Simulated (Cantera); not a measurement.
Input: 1 mol BaF2, 330 mol N2, held at 10.0 mbar.

These are equilibrium values from Cantera (NASA tables, ideal gas, pure condensed phases), not measurements of a reactor. Candidate condensed phases: Ba, BaF2; 10 gas species. Rates play no part. All values below are at 848 K.

Base state: N2 1.00 (mole fractions); condensed: BaF2(s).

Question: What changes in the equilibrium state with this change: BaF2 replaced by CaF2?

Answer: 
```
species       before  after
------------  ------  -----
N2              1.00   1.00
BaF2(s), mol    1.00      0
CaF2(s), mol       0   1.00
```
Further candidate phases: Ca, CaF2.
